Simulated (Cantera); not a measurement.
A closed system holds: 1 mol SiHCl₃, 0.095 mol C₂H₄, 81 mol H₂, at 13.3 mbar.

Cantera equilibrium calculation (NASA polynomials, part measured and part estimated; ideal gas, pure solids and liquids). Candidate condensed phases: C, C₆H₆, C₇H₈, C₈H₁₈, Si, SiC; 109 gas species. Mutual solubility and eutectic melting of coexisting phases are not modelled. The tables' values for SiCl₃ are old estimates; treat these amounts as uncertain. Equilibrium is a limit: real reactors are often held back by kinetics, nucleation or transport. All values below are at 1550 K.

Base state: H₂ 0.967, HCl 0.0298, SiCl₂ 0.00307, H 0.000268, SiCl₃ 1.96e-5 (mole fractions); condensed: Si(s) + SiC(s).

What changes in the equilibrium state with this change: H₂ from 81 to 13 mol?


```tsv
species	before	after
H₂	0.967	0.849
HCl	0.0298	0.106
SiCl₂	0.00307	0.0440
SiCl₄	3.50e-7	7.19e-5
SiCl₃	1.96e-5	0.00107
SiHCl₃	1.39e-6	7.08e-5
SiH₂Cl₂	9.05e-7	1.14e-5
Cl	6.61e-6	2.50e-5
Si(s), mol	0.552	0.123
SiC(s), mol	0.190	0.190
```
The tables' values for SiCl₃, SiCl are old estimates; treat these amounts as uncertain.
